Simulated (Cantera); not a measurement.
A Cantera script and its output.

```python
import numpy as np
import cantera as ct

gas = ct.Solution("h2o2.yaml")
gas.TPX = 900, 59000, {'H2': 1.4, 'O2': 1, 'N2': 1}
reactor = ct.IdealGasConstPressureReactor(gas, energy="off", clone=False)
net = ct.ReactorNet([reactor])
net.rtol, net.atol = 1e-08, 1e-18
show = ['H2', 'O2', 'HO2', 'H2O2', 'O']
times = np.geomspace(1e-06, 60, 11)

steps = ct.SolutionArray(gas, extra=["t"])
rows = []
print(f"{'t/s':>10s}{'T/K':>9s}{'P/Pa':>11s}" + "".join(f"{s:>11s}" for s in show))
for t in times:
    while net.time < t:
        t_next = net.step()
        steps.append(gas.state, t=t_next)
    rows.append([np.interp(t, steps.t, y) for y in (steps.T, steps.P, *steps(*show).X.T)])
    print(f"{t:10.3e}{rows[-1][0]:9.1f}{rows[-1][1]:11.4g}" + "".join(f"{x:11.3e}" for x in rows[-1][2:]))
rate = np.gradient(steps.T, steps.t)
print("integrator steps:", len(steps.t))
if steps.T.max() > steps.T[0] + 200:
    print(f"time of steepest temperature rise: {steps.t[rate.argmax()]:.4e} s")
gas.TPX = 900, 59000, {'H2': 1.4, 'O2': 1, 'N2': 1}
gas.equilibrate("TP")
print(f"equilibrium (TP): T = {gas.T:.1f} K  " + "  ".join(f"{s} {gas[s].X[0]:.3e}" for s in show))
```

Result:

```
       t/s      T/K       P/Pa         H2         O2        HO2       H2O2          O
 1.000e-06    900.0    5.9e+04  4.118e-01  2.941e-01  2.617e-12  6.226e-17  4.930e-14
 5.995e-06    900.0    5.9e+04  4.118e-01  2.941e-01  1.920e-11  2.585e-15  9.425e-13
 3.594e-05    900.0    5.9e+04  4.118e-01  2.941e-01  2.095e-10  1.516e-13  6.362e-12
 2.155e-04    900.0    5.9e+04  4.118e-01  2.941e-01  2.616e-09  1.160e-11  1.474e-11
 1.292e-03    900.0    5.9e+04  4.118e-01  2.941e-01  2.160e-08  6.222e-10  2.052e-11
 7.746e-03    900.0    5.9e+04  4.118e-01  2.941e-01  2.904e-07  4.031e-08  1.002e-10
 4.644e-02    900.0    5.9e+04  4.114e-01  2.939e-01  4.166e-05  1.161e-04  4.032e-08
 2.784e-01    900.0    5.9e+04  3.615e-01  2.711e-01  6.085e-05  1.474e-03  5.164e-08
 1.669e+00    900.0    5.9e+04  2.517e-01  2.222e-01  6.019e-05  1.658e-03  3.518e-08
 1.001e+01    900.0    5.9e+04  1.163e-02  1.162e-01  1.777e-05  1.200e-04  1.895e-08
 6.000e+01    900.0    5.9e+04  9.019e-05  1.112e-01  4.182e-07  7.199e-08  4.856e-11
integrator steps: 2524
equilibrium (TP): T = 900.0 K  H2 6.520e-12  O2 1.111e-01  HO2 1.950e-10  H2O2 9.036e-11  O 2.352e-12
```

Computed with Cantera and the H2/O2 subset of GRI-Mech 3.0, which has no nitrogen chemistry. Below about 950 K walls govern HO2 and H2O2 in real vessels. The temperature is held fixed by assumption; the heat of reaction is taken as removed at once.
